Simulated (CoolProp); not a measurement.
Toluene along the isobar 10.6 MPa: density (kg/m³) from the reference equation and from simpler models built on Tc = 591.7 K, pc = 4.126 MPa, ω = 0.266; each cubic takes its own stable root.

Model: reference Helmholtz-energy equation of state, Lemmon 2006, in CoolProp. It is a short technical equation, of lower accuracy than the large ones.

```
T (K)   phase  reference  Redlich-Kwong  Soave-Redlich-Kwong
-----  ------  ---------  -------------  -------------------
212    liquid      947.2          815.5                822.3
237.6  liquid      924.0          800.8                809.8
263.1  liquid      901.3          785.2                796.4
288.7  liquid      878.6          768.6                781.9
314.2  liquid      856.0          750.9                766.2
339.8  liquid      833.1          732.2                749.1
365.3  liquid      809.9          712.4                730.8
390.9  liquid      786.1          691.4                710.8
416.4  liquid      761.7          669.2                689.2
442    liquid      736.2          645.6                665.6
467.5  liquid      709.6          620.6                640.0
493    liquid      681.5          594.1                612.0
```
